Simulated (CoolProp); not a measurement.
Benzene at several states: density (kg/m³) from the reference equation and from simpler models built on Tc = 288.9 °C, pc = 4.906 MPa, ω = 0.211; each cubic takes its own stable root.

The numbers come from the reference Helmholtz-energy equation of state, Thol 2012 in CoolProp.

| T (°C) | p (MPa) | phase | reference |
|---|---|---|---|
| 102.65 | 0.168 | gas | 4.404 |
| 208.05 | 1.24 | gas | 29.10 |
| 216.55 | 0.0225 | gas | 0.4327 |
| 105.65 | 0.135 | gas | 3.473 |
| 135.05 | 0.378 | gas | 9.477 |
| 80.45 | 2.45 | liquid | 815.9 |

### Question
How far does each simpler model (Redlich-Kwong, Soave-Redlich-Kwong, Peng-Robinson) lie from the reference over these 6 states: mean and median of the absolute difference, and the worst?

### Answer
- Redlich-Kwong: mean 2.6 %, median 1.3 %, worst -10.4 % at 80.45 °C and 2.45 MPa
- Soave-Redlich-Kwong: mean 1.9 %, median 0.8 %, worst -8.2 % at 80.45 °C and 2.45 MPa
- Peng-Robinson: mean 0.9 %, median 0.4 %, worst +3.7 % at 80.45 °C and 2.45 MPa
